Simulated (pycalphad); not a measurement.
## Effect of Si content in Cu-Si

Source of the numbers: pycalphad with the COST 507 light-alloy database (1999); pressure 1 atm. The data set is of 1999 and partly superseded. Phase fractions are per mole of atoms.

| alloy | liquidus (K) | first solid | solidus (K) | phases at 1050 K |
|---|---|---|---|---|
| Cu-23.57Si (wt.%) | 1249 | DIAMOND_A4 | 1074 | CU19SI6_ETA 0.78, DIAMOND_A4 0.22 |
| Cu-41.54Si (wt.%) | 1433 | DIAMOND_A4 | 1074 | CU19SI6_ETA 0.50, DIAMOND_A4 0.50 |
| Cu-67.12Si (wt.%) | ? | DIAMOND_A4 | 1074 | ? |

Fill in the missing entries.


- Cu-67.12Si (wt.%), liquidus (K): 1580
- Cu-67.12Si (wt.%), phases at 1050 K: DIAMOND_A4 0.77, CU19SI6_ETA 0.23

Database names, with the compositions (at.%) that they take in these runs: CU19SI6_ETA: Cu 76 Si 24. DIAMOND_A4 is diamond (Si).
